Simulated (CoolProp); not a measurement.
Propylene at 298.15 K and 0.489 MPa is compressed adiabatically to 1.8 MPa with isentropic efficiency 0.7. Each further row changes one setting.

Model: reference Helmholtz-energy equation of state, Lemmon 2013, in CoolProp.

```csv
case,work (kJ/kg),final temperature (K),final density (kg/m³)
as stated,107,373.5,28.3
efficiency 1,74.7,357.7,30.4
efficiency 0.65,115,377.5,27.8
```
